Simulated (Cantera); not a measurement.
A freely propagating, adiabatic, planar premixed flame of 22.7 % H2, 14.3 % O2, 63.0 % N2, equivalence ratio 0.79, unburnt at 573 K and 3750 Torr; mixture-averaged transport, grid criteria slope 0.08 and curve 0.16, no radiation.

Detailed kinetics in Cantera: the H2/O2 subset of GRI-Mech 3.0, which has no nitrogen chemistry. The hydrogen kinetics of GRI-Mech 3.0 are dated; newer H2 mechanisms differ, most at raised pressure. Burning velocities carry a grid error of a few per cent, more on coarse grids.

x: mole fraction of selected species; z is measured from the peak of heat release.

```tsv
z (mm)	T (K)	u (m/s)	x H2	x O2	x H	x HO2	x O	x H2O2
-0.184	573	3.33	0.226	0.143	<1e-8	<1e-8	<1e-8	<1e-8
-0.123	573	3.33	0.226	0.144	<1e-8	5.72e-8	<1e-8	<1e-8
-0.0922	573	3.32	0.224	0.144	<1e-8	6.59e-7	<1e-8	?
-0.0614	577	3.32	0.218	0.145	<1e-8	8.85e-6	8.91e-8	?
-0.0307	664	3.69	0.186	0.147	3.93e-5	0.000544	1.23e-5	?
-0.0154	952	5.14	0.140	0.136	0.00148	0.000674	0.000312	?
0	1346	7.13	0.0830	0.104	0.00732	0.000349	0.00234	?
0.0154	1628	8.57	0.0411	0.0696	0.0118	0.000183	0.00500	?
0.0307	1789	9.39	0.0228	0.0520	0.0112	0.000109	0.00593	?
0.0614	1949	10.2	0.0131	0.0422	0.00691	5.84e-5	0.00491	?
0.123	2074	10.8	0.00788	0.0387	0.00290	2.93e-5	0.00280	?
0.246	2150	11.1	0.00393	0.0371	0.000924	1.35e-5	0.00130	?
0.492	2189	11.3	0.00169	0.0367	0.000253	6.46e-6	0.000556	?
```

Task: What belongs in the gaps?

Result: 
- -0.0922, x H2O2: 5.38e-8
- -0.0614, x H2O2: 7.33e-7
- -0.0307, x H2O2: 4.50e-5
- -0.0154, x H2O2: 9.07e-5
- 0, x H2O2: 2.62e-5
- 0.0154, x H2O2: 5.58e-6
- 0.0307, x H2O2: 3.33e-6
- 0.0614, x H2O2: 1.96e-6
- 0.123, x H2O2: 1.21e-6
- 0.246, x H2O2: 7.68e-7
- 0.492, x H2O2: 5.01e-7
